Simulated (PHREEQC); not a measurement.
Make-up at 85 °C: 0.0077 mol ZnCl2 and 0.00013 mol H2SO4 per kg of water. Closed to the air; pH follows from the charge balance.

Model: ion-association model, phreeqc.dat, run in PHREEQC.

| quantity | before | after |
|---|---|---|
| pH | 3.65 | 4.31 |
| ionic strength (mol/kgw) | 0.0208 | 0.00452 |
| Cl- (mol/kgw) | 0.0142 | 0.00300 |
| SO4-2 (mol/kgw) | 7.62e-5 | 2.03e-5 |
| HSO4- (mol/kgw) | 4.96e-6 | 3.60e-7 |

**Question.** What was changed between the two runs?
A. ZnCl2 from 0.0077 to 0.00847 mol/kgw
B. ZnCl2 replaced by AlCl3 at the same molality
C. diluted 5-fold with water
D. H2SO4 from 0.00013 to 6.5e-05 mol/kgw

**Answer.** C, diluted 5-fold with water

Precipitation was switched off in this run. Constants without temperature data keep their 25 °C values here.
